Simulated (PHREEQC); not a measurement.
A solution holds 0.0086 mol/kgw H2SO4, at 25 °C. Closed to the air; pH follows from the charge balance.

Model: ion-association model, phreeqc.dat, run in PHREEQC.

```
quantity                   before     after
------------------------  -------  --------
pH                           1.92      3.78
ionic strength (mol/kgw)   0.0182  0.000255
SO4-2 (mol/kgw)           0.00481   8.47e-5
HSO4- (mol/kgw)           0.00380   1.31e-6
```

Q: What was changed between the two runs?
A) H2SO4 from 0.0086 to 0.0129 mol/kgw
B) diluted 100-fold with water
C) 8.7e-05 mol/kgw HBr added
D) diluted 5-fold with water
E) H2SO4 from 0.0086 to 0.0172 mol/kgw

A: B, diluted 100-fold with water

No solid was allowed to form.
